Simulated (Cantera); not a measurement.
## Adiabatic ignition

An adiabatic, constant-pressure homogeneous reactor starts with H2 : O2 : N2 = 1 : 0.5 : 1.88 (molar parts), equivalence ratio 1.0, at 1523 K and 0.370 bar.

Model: GRI-Mech 3.0 (53 species, 325 reactions), integrated in Cantera.

```json
[
 {"t (s)": "2.00e-6", "T (K)": "1523", "x H2": "0.296", "x O2": "0.148", "x H": "3.36e-7", "x N2O": "<1e-12", "x O": "4.03e-8", "x NO": "<1e-12", "x HO2": "2.70e-7"},
 {"t (s)": "6.59e-6", "T (K)": "1523", "x H2": "0.296", "x O2": "0.148", "x H": "3.73e-6", "x N2O": "<1e-12", "x O": "5.31e-7", "x NO": "<1e-12", "x HO2": "9.01e-7"},
 {"t (s)": "2.17e-5", "T (K)": "1525", "x H2": "0.292", "x O2": "0.146", "x H": "0.00231", "x N2O": "1.29e-10", "x O": "0.000336", "x NO": "7.11e-11", "x HO2": "1.21e-5"},
 {"t (s)": "7.14e-5", "T (K)": "1895", "x H2": "0.0624", "x O2": "0.0362", "x H": "0.102", "x N2O": "2.20e-8", "x O": "0.0290", "x NO": "1.85e-5", "x HO2": "6.26e-6"},
 {"t (s)": "0.000235", "T (K)": "2330", "x H2": "0.0638", "x O2": "0.0283", "x H": "0.0614", "x N2O": "3.34e-8", "x O": "0.0214", "x NO": "0.000102", "x HO2": "3.49e-6"},
 {"t (s)": "0.000775", "T (K)": "2707", "x H2": "0.0569", "x O2": "0.0211", "x H": "0.0329", "x N2O": "1.55e-7", "x O": "0.0127", "x NO": "0.00102", "x HO2": "4.79e-6"},
 {"t (s)": "0.00255", "T (K)": "2767", "x H2": "0.0556", "x O2": "0.0186", "x H": "0.0285", "x N2O": "2.32e-7", "x O": "0.0108", "x NO": "0.00517", "x HO2": "5.24e-6"},
 {"t (s)": "0.00840", "T (K)": "2763", "x H2": "0.0563", "x O2": "0.0176", "x H": "0.0282", "x N2O": "2.64e-7", "x O": "0.0103", "x NO": "0.00872", "x HO2": "4.98e-6"},
 {"t (s)": "0.0277", "T (K)": "2763", "x H2": "0.0563", "x O2": "0.0175", "x H": "0.0282", "x N2O": "2.65e-7", "x O": "0.0103", "x NO": "0.00889", "x HO2": "4.97e-6"},
 {"t (s)": "0.0911", "T (K)": "2763", "x H2": "0.0563", "x O2": "0.0175", "x H": "0.0282", "x N2O": "2.65e-7", "x O": "0.0103", "x NO": "0.00889", "x HO2": "4.97e-6"},
 {"t (s)": "0.300", "T (K)": "2763", "x H2": "0.0563", "x O2": "0.0175", "x H": "0.0282", "x N2O": "2.65e-7", "x O": "0.0103", "x NO": "0.00889", "x HO2": "4.97e-6"}
]
```
x: mole fraction; the columns are a selection and need not sum to one.

| Quantity | Value |
|---|---|
| time of steepest temperature rise | 32.2 µs |
| temperature at 0.300 s | 2763 K |
| equilibrium temperature | 2763 K |
| x(H2) at 0.300 s | 0.0563 (gas-phase equilibrium 0.0563) |
| x(O2) at 0.300 s | 0.0175 (gas-phase equilibrium 0.0175) |
| x(H) at 0.300 s | 0.0282 (gas-phase equilibrium 0.0282) |
